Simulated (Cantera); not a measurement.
A closed system holds: 1 mol CH₄, 5.5 mol CO₂, 30 mol H₂, held at 1527 °C.

Equilibrium computed with Cantera from the NASA thermochemical tables; the gas is ideal and each condensed phase is pure. Candidate condensed phases: C, C₆H₆, C₇H₈, C₈H₁₈, H₂O; 110 gas species. The ideal-gas law is rough above about 30 bar. The numbers say what is thermodynamically allowed, not how fast it happens.

x: gas mole fraction; nothing condenses.

| P (Pa) | x H₂ | x CO | x H₂O | x H | x CO₂ | x CH₄ | x OH |
|---|---|---|---|---|---|---|---|
| 10 | 0.695 | 0.160 | 0.108 | 0.0299 | 0.00651 | <1e-12 | 0.000307 |
| 46 | 0.709 | 0.161 | 0.109 | 0.0141 | 0.00651 | <1e-12 | 0.000143 |
| 220 | 0.715 | 0.162 | 0.110 | 0.00646 | 0.00651 | <1e-12 | 6.55e-5 |
| 1000 | 0.718 | 0.162 | 0.110 | 0.00303 | 0.00651 | ___ | 3.07e-5 |
| 4600 | 0.720 | 0.162 | 0.110 | 0.00142 | 0.00651 | ___ | 1.43e-5 |
| 22000 | 0.720 | 0.162 | 0.110 | 0.000648 | 0.00651 | ___ | 6.55e-6 |
| 100000 | 0.721 | 0.162 | 0.110 | 0.000304 | 0.00651 | ___ | 3.07e-6 |
| 460000 | 0.721 | 0.162 | 0.110 | 0.000142 | 0.00651 | ___ | 1.43e-6 |
| 2200000 | 0.721 | 0.162 | 0.110 | 6.48e-5 | 0.00651 | ___ | 6.56e-7 |
| 10000000 | 0.719 | 0.161 | 0.112 | 3.04e-5 | 0.00657 | ___ | 3.12e-7 |

**Question.** Some entries are withheld; supply them.

**Answer.** 
- 1000, x CH₄: 1.20e-11
- 4600, x CH₄: 2.54e-10
- 22000, x CH₄: 5.83e-9
- 100000, x CH₄: 1.21e-7
- 460000, x CH₄: 2.56e-6
- 2200000, x CH₄: 5.84e-5
- 10000000, x CH₄: 0.00118
